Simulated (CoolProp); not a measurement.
Aqueous ammonia as a coolant, at -8 °C, 1 atm.

Computed with CoolProp (Melinder's fits for secondary coolants).

```
mass %  freezing point (°C)  cp (kJ/(kg K))  Prandtl number  conductivity (W/(m K))  density (kg/m³)
------  -------------------  --------------  --------------  ----------------------  ---------------
9.6                   -12.9           4.231            23.2                   0.484            964.9
13.5                  -20.1           4.236            25.1                   0.463            952.9
17.4                  -29.1           4.240            27.6                   0.443            941.7
21.3                  -40.7           4.244            29.5                   0.425            931.1
25.2                  -56.4           4.250            30.1                   0.412            920.9
29.1                  -78.0           4.259            31.3                   0.401            911.0
```
